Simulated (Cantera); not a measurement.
# Ignition delay

Mixture: CO : H2 : O2 : N2 : CO2 = 1 : 0.42 : 0.592 : 2.6 : 0.92 (molar parts), equivalence ratio 1.2, at 0.987 atm, adiabatic and at constant pressure. Ignition delay is the time to a rise of 400 K.

Detailed kinetics in Cantera: GRI-Mech 3.0 (53 species, 325 reactions). Where the delays flatten at high temperature, the 400 K rule measures the pace of heat release, not the induction time.

```tsv
T0 (K)	delay (ms)
1275	0.0835
1375	0.0718
1475	0.0707
1575	0.0761
1675	0.0864
1775	0.101
1875	0.119
1975	0.140
2075	0.166
```
